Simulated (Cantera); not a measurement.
**Thermodynamics of thermal oxidation and active oxidation of silicon, feed Si + CO2 + H2**

A closed system holds: 1 mol Si, 0.38 mol CO2, 690 mol H2, at 1650 K.

Method: chemical equilibrium by Gibbs-energy minimisation in Cantera with the NASA 1993 tables (ideal gas, pure condensed phases). Candidate condensed phases: C, C6H6, C7H8, C8H18, H2O, Si, SiC, SiO2; 123 gas species. Mutual solubility and eutectic melting of coexisting phases are not modelled. The tables hold silica as quartz up to 1696 K and as liquid above; real silica turns to tridymite and cristobalite and melts near 1996 K. Gases not in the tables: Si2H6 and higher silanes. Rates play no part.

From 0.100 Pa to 1.00 Pa nothing is condensed. From 10.0 Pa to 1.00 bar the condensed part is SiC(s). At 10.0 bar the condensed part is Si(s) + SiC(s) + SiO2(β-quartz). The main Si-bearing gas is Si at 0.100 Pa and SiO at 10.0 bar.

```json
[
 {"P (Pa)": "0.100", "x H2": "0.911", "x H": "0.0867", "x SiO": "0.000526", "x Si": "0.000856", "x CO": "0.000526", "x CH4": "<1e-12", "x H2O": "3.46e-10", "x SiH": "1.49e-6", "n SiC(s)": "0", "n Si(s)": "0", "n SiO2(β-quartz)": "0"},
 {"P (Pa)": "1", "x H2": "0.970", "x H": "0.0283", "x SiO": "0.000542", "x Si": "0.000878", "x CO": "0.000542", "x CH4": "1.14e-10", "x H2O": "3.70e-10", "x SiH": "5.00e-6", "n SiC(s)": "0", "n Si(s)": "0", "n SiO2(β-quartz)": "0"},
 {"P (Pa)": "10", "x H2": "0.989", "x H": "0.00904", "x SiO": "0.000646", "x Si": "0.000678", "x CO": "0.000449", "x CH4": "6.38e-9", "x H2O": "5.82e-10", "x SiH": "1.23e-5", "n SiC(s)": "0.0660", "n Si(s)": "0", "n SiO2(β-quartz)": "0"},
 {"P (Pa)": "100", "x H2": "0.996", "x H": "0.00287", "x SiO": "0.000926", "x Si": "0.000131", "x CO": "0.000173", "x CH4": "3.35e-8", "x H2O": "4.36e-9", "x SiH": "7.54e-6", "n SiC(s)": "0.260", "n Si(s)": "0", "n SiO2(β-quartz)": "0"},
 {"P (Pa)": "1000", "x H2": "0.998", "x H": "0.000908", "x SiO": "0.000986", "x Si": "1.66e-5", "x CO": "0.000114", "x CH4": "2.65e-7", "x H2O": "3.65e-8", "x SiH": "3.04e-6", "n SiC(s)": "0.301", "n Si(s)": "0", "n SiO2(β-quartz)": "0"},
 {"P (Pa)": "10000", "x H2": "0.999", "x H": "0.000287", "x SiO": "0.000996", "x Si": "1.75e-6", "x CO": "0.000104", "x CH4": "2.52e-6", "x H2O": "3.51e-7", "x SiH": "1.01e-6", "n SiC(s)": "0.306", "n Si(s)": "0", "n SiO2(β-quartz)": "0"},
 {"P (Pa)": "100000", "x H2": "0.999", "x H": "9.08e-5", "x SiO": "0.00101", "x Si": "1.87e-7", "x CO": "9.16e-5", "x CH4": "2.36e-5", "x H2O": "3.31e-6", "x SiH": "3.42e-7", "n SiC(s)": "0.300", "n Si(s)": "0", "n SiO2(β-quartz)": "0"},
 {"P (Pa)": "1000000", "x H2": "0.999", "x H": "2.87e-5", "x SiO": "0.000616", "x Si": "2.68e-8", "x CO": "2.74e-5", "x CH4": "0.000165", "x H2O": "1.42e-5", "x SiH": "1.55e-7", "n SiC(s)": "0.247", "n Si(s)": "0.160", "n SiO2(β-quartz)": "0.153"}
]
```
x: gas mole fraction; n: condensed amount in mol.
